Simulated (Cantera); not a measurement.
What does this Cantera script print?

```python
import numpy as np
import cantera as ct

gas_names = """
    CL CLO CL2 Fe FeCL FeCL2 FeCL3 FeO Fe(OH)2 Fe2CL4 Fe2CL6 H HCL HOCL HO2 H2 H2O H2O2 O OH O2 O3
""".split()
cond_names = """
    Fe(a) Fe(c) Fe(d) Fe(L) FeCL2(s) FeCL2(L) FeCL3(s) FeCL3(L) FeO(s) FeO(L) Fe(OH)2(s) Fe(OH)3(s)
    Fe2O3(s) Fe3O4(s) H2O(s) H2O(L)
""".split()


# ... load() reads the species with a 1 bar reference pressure and builds the phases ...
atoms = {
    'Fe2O3': {'Fe': 2, 'O': 3},
    'HCl': {'H': 1, 'CL': 1},
}
top_T = {'Fe2O3(s)': 1830, 'Fe3O4(s)': 1870}  # K; cautious upper limits of use, not melting points


# ... equilibrate(T, P, feed) seeds the gas with the atoms and calls Mixture.equilibrate('TP', solver="vcs", rtol=1e-11, max_steps=5000) ...
results = []
feed = {'Fe2O3': 1, 'HCl': 98}  # mol
T = 850  # K
for P in [1, 3.6, 13, 46, 170, 600, 2200, 7700, 28000, 100000]:
    mix = equilibrate(T, P, feed)
    results.append((T, P, feed, dict(zip(mix.species_names, mix.species_moles))))

top = {s: max(r[3][s] / sum(r[3][g] for g in gas_names) for r in results) for s in gas_names}
cols = sorted((s for s in top if top[s] > 0.0001), key=lambda s: -top[s])[:8]
seen = [c for c in cond_names if any(r[3].get(c, 0) > 1e-12 for r in results)]
print("log10 of partial pressures in bar; condensed amounts in mol")
print(f"{'P/Pa':>10s}" + "".join(f"{s[:9]:>10s}" for s in cols + seen))
for T, P, feed, n in results:
    ng = sum(n[g] for g in gas_names)
    print(f"{P:10.4g}" + "".join(f"{np.log10(max(n[s] / ng * P / 1e5, 1e-99)):10.3f}" for s in cols)
          + "".join(f"{n.get(c, 0):10.4g}" for c in seen))
```

Output:

```
log10 of partial pressures in bar; condensed amounts in mol
      P/Pa       HCL       H2O     FeCL3    Fe2CL6     FeCL2       CL2        CL  Fe2O3(s)
         1    -5.006    -7.182    -7.941   -14.323    -7.489    -7.841    -8.475     0.785
       3.6    -4.450    -6.587    -7.167   -12.774    -6.980    -7.309    -8.209    0.7651
        13    -3.893    -5.973    -6.417   -11.275    -6.485    -6.801    -7.955    0.7327
        46    -3.345    -5.353    -5.703    -9.847    -6.011    -6.321    -7.714    0.6857
       170    -2.779    -4.700    -4.984    -8.409    -5.533    -5.839    -7.473    0.6175
       600    -2.233    -4.061    -4.306    -7.052    -5.082    -5.384    -7.246    0.5286
      2200    -1.671    -3.395    -3.619    -5.679    -4.626    -4.923    -7.016    0.4056
      7700    -1.131    -2.743    -2.976    -4.392    -4.199    -4.489    -6.798      0.24
   2.8e+04    -0.575    -2.062    -2.368    -3.177    -3.801    -4.071    -6.589         0
     1e+05    -0.021    -1.508    -1.950    -2.340    -3.530    -3.774    -6.441         0
```

These are equilibrium values from Cantera (NASA tables, ideal gas, pure condensed phases), not measurements of a reactor. Condensed phases not in the tables: FeOCl.
